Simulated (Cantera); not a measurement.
Input: 1 mol SO2, 0.043 mol H2O, 0.61 mol H2, at 13300 Pa.

These are equilibrium values from Cantera (NASA tables, ideal gas, pure condensed phases), not measurements of a reactor. Candidate condensed phases: H2O, H2SO4, S; 19 gas species. Equilibrium is a limit: real reactors are often held back by kinetics, nucleation or transport.

Task: At 1300 K, list the 7 most abundant gas species with their mole fractions, and the condensed phases.

Result: SO2 0.473, H2O 0.412, S2 0.0866, H2S 0.0127, H2 0.0106, S2O 0.00348, SO 0.00119. Condensed: gas only.
